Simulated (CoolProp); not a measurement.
The numbers come from the reference Helmholtz-energy equation of state, Outcalt 1996 in CoolProp. It is a modified Benedict-Webb-Rubin equation, recast in Helmholtz form.

### Question
For R152A, give the phase and the Z, cp (kJ/(kg K)), speed of sound (m/s), fugacity coefficient at 36.05 °C and 14200 kPa.

### Answer
- 36.05 °C and 14200 kPa: liquid; Z 0.397, cp 1.73, speed of sound 727, fugacity coefficient 0.0720
